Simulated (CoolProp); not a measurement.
Vapour-liquid equilibrium of benzene (1) + ethylbenzene (2) at 0.319 bar; x and y are mole fractions of (1).

Model: multi-fluid Helmholtz-energy mixture model, Thol 2012 and Zhou 2012; pair parameters Bell 2016, in CoolProp.

```json
[
 {"x": "0.05", "bubble temperature, mixture model (°C)": "93.1", "bubble temperature, Raoult's law (°C)": "91.9", "y, mixture model": "0.193", "y, Raoult's law": "0.226"},
 {"x": "0.15", "bubble temperature, mixture model (°C)": "84.7", "bubble temperature, Raoult's law (°C)": "82.4", "y, mixture model": "0.465", "y, Raoult's law": "0.511"},
 {"x": "0.25", "bubble temperature, mixture model (°C)": "77.5", "bubble temperature, Raoult's law (°C)": "74.9", "y, mixture model": "0.640", "y, Raoult's law": "0.676"},
 {"x": "0.35", "bubble temperature, mixture model (°C)": "71.4", "bubble temperature, Raoult's law (°C)": "69.0", "y, mixture model": "0.757", "y, Raoult's law": "0.779"},
 {"x": "0.45", "bubble temperature, mixture model (°C)": "66.1", "bubble temperature, Raoult's law (°C)": "64.0", "y, mixture model": "0.837", "y, Raoult's law": "0.848"},
 {"x": "0.55", "bubble temperature, mixture model (°C)": "61.5", "bubble temperature, Raoult's law (°C)": "59.9", "y, mixture model": "0.893", "y, Raoult's law": "0.896"},
 {"x": "0.65", "bubble temperature, mixture model (°C)": "57.4", "bubble temperature, Raoult's law (°C)": "56.3", "y, mixture model": "0.933", "y, Raoult's law": "0.931"},
 {"x": "0.75", "bubble temperature, mixture model (°C)": "53.8", "bubble temperature, Raoult's law (°C)": "53.1", "y, mixture model": "0.960", "y, Raoult's law": "0.957"},
 {"x": "0.85", "bubble temperature, mixture model (°C)": "50.7", "bubble temperature, Raoult's law (°C)": "50.3", "y, mixture model": "0.980", "y, Raoult's law": "0.978"},
 {"x": "0.95", "bubble temperature, mixture model (°C)": "47.9", "bubble temperature, Raoult's law (°C)": "47.9", "y, mixture model": "0.995", "y, Raoult's law": "0.993"}
]
```

The largest gap from Raoult's law is +2.6 K in bubble temperature, at x = 0.25. No azeotrope shows between x = 0.05 and 0.95.

Pair parameters are fitted to limited data, so mixtures are less certain than the pure fluids.
